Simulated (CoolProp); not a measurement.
A Linde-Hampson liquefier for dry air: isothermal reversible compression at 290 K from 1 atm to 25 MPa, throttling to 1 atm, return gas leaving the recuperator 0 K below the feed. Each further row changes one setting.

Computed with CoolProp (reference Helmholtz-energy equation of state, Lemmon 2000). It is a pseudo-pure fit of the blend.

```
case                        liquid yield per pass  compression work (kJ/kg of gas)
--------------------------  ---------------------  -------------------------------
as stated                                   0.101                              457
high pressure 50 MPa                        0.115                              524
warm-end temperature 320 K                  0.075                              508
warm-end gap 5 K                            0.090                              457
```
